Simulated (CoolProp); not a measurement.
The numbers come from the reference Helmholtz-energy equation of state, Thol 2021 in CoolProp.

Task: Give the vapour pressure (kPa), liquid density (kg/m³), vapour density (kg/m³), liquid cp (kJ/(kg K)) of saturated chlorine at 290.7, 300.1, 366.4 K.

Result: 
| T (K) | p (kPa) | liquid density (kg/m³) | vapour density (kg/m³) | liquid cp (kJ/(kg K)) |
|---|---|---|---|---|
| 290.7 | 630 | 1420 | 20.4 | 0.982 |
| 300.1 | 818 | 1390 | 26.1 | 0.996 |
| 366.4 | 3450 | 1140 | 114 | 1.24 |
